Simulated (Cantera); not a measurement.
# Equilibrium for silicon nitride deposition: SiH4 + N2 + H2

A closed system holds: 1 mol SiH4, 18 mol N2, 3.2 mol H2, at 61.0 mbar.

Equilibrium computed with Cantera from the NASA thermochemical tables; the gas is ideal and each condensed phase is pure. Candidate condensed phases: Si, Si3N4; 18 gas species. N2 is the only nitrogen source here; it is nearly inert below about 1500 K, so the nitride shown seldom forms there in practice. The tables' values for SiN are old estimates; treat these amounts as uncertain. Gases not in the tables: Si2H6 and higher silanes. Rates play no part.

```tsv
T (°C)	log p N2	log p H2	log p H	log p Si	log p SiH	log p Si2N	log p SiN	n Si3N4(s)	n Si(l)
527	-1.33	-1.85	-12.46	<-13	<-13	<-13	<-13	0.333	0
627	-1.33	-1.85	-10.86	<-13	<-13	<-13	<-13	0.333	0
727	-1.33	-1.85	-9.57	<-13	<-13	<-13	<-13	0.333	0
827	-1.33	-1.85	-8.51	<-13	<-13	<-13	<-13	0.333	0
927	-1.33	-1.85	-7.63	<-13	<-13	<-13	<-13	0.333	0
1027	-1.33	-1.85	-6.88	<-13	<-13	<-13	<-13	0.333	0
1127	-1.33	-1.85	-6.24	-11.69	-11.92	<-13	-12.05	0.333	0
1227	-1.33	-1.85	-5.68	-9.97	-10.39	-12.35	-10.53	0.333	0
1327	-1.33	-1.85	-5.19	-8.47	-9.06	-10.44	-9.20	0.333	0
1427	-1.33	-1.85	-4.76	-7.15	-7.89	-8.76	-8.04	0.333	0
1527	-1.33	-1.85	-4.37	-5.98	-6.85	-7.28	-7.00	0.333	0
1627	-1.33	-1.85	-4.03	-4.94	-5.92	-5.95	-6.08	0.331	0
1727	-1.33	-1.87	-3.72	-4.36	-5.46	-5.49	-5.61	0	0.978
```
log p: log10 of the partial pressure in bar; n: condensed amount in mol.

From 527 °C to 1627 °C the condensed part is Si3N4(s). At 1727 °C the condensed part is Si(l).
